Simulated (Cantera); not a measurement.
Mixture: C3H8 : O2 : N2 = 1 : 2.94 : 11.1 (molar parts), at 1000000 Pa, adiabatic and at constant volume. Ignition delay is the time to a rise of 400 K.

Computed with Cantera and GRI-Mech 3.0 (53 species, 325 reactions). GRI-Mech 3.0 was tuned for natural gas; its chemistry of propane as a main component is partial and can be far from experiment.

Task: What does this change do: pressure from 1000000 Pa to 500000 Pa?

Result: 
```tsv
quantity	before	after
delay at 1150 K	4.32 ms	7.06 ms
delay at 1250 K	0.678 ms	1.01 ms
delay at 1350 K	0.130 ms	0.189 ms
delay at 1450 K	32.8 µs	48.6 µs
delay at 1550 K	11.0 µs	16.9 µs
apparent activation energy between 1500 and 1600 K	190 kJ/mol	190 kJ/mol
```

Task: What does this change do: N2 11.1 to 7.5 parts?

Result: 
```
quantity                                                before       after
--------------------------------------------------  ----------  ----------
delay at 1150 K                                        4.32 ms     3.35 ms
delay at 1250 K                                       0.678 ms    0.533 ms
delay at 1350 K                                       0.130 ms    0.102 ms
delay at 1450 K                                        32.8 µs     25.6 µs
delay at 1550 K                                        11.0 µs     8.55 µs
apparent activation energy between 1500 and 1600 K  190 kJ/mol  190 kJ/mol
```
